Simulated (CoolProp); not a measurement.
The fluid at 298.15 K and 0.432 MPa is throttled through a valve to 0.291 MPa with no heat exchange. The same conditions are run with several fluids, on thermodynamics alone (safety and materials aside).

Values from CoolProp's reference Helmholtz-energy equation of state of each fluid (R134a: Tillner-Roth 1994; R507A: Lemmon 2003; sulfur hexafluoride: Guder 2009; propane: Lemmon 2009; carbon dioxide: Span 1996). Blends and air are pseudo-pure fits.

Q: Rank R134a, R507A, sulfur hexafluoride, propane, carbon dioxide by temperature change (K), highest first.

A: sulfur hexafluoride (-1.4), carbon dioxide (-1.6), R507A (-2.5), propane (-2.6), R134a (-3.3)

```csv
fluid,final density (kg/m³)
R134a,12.9
R507A,12.3
sulfur hexafluoride,17.8
propane,5.49
carbon dioxide,5.27
```
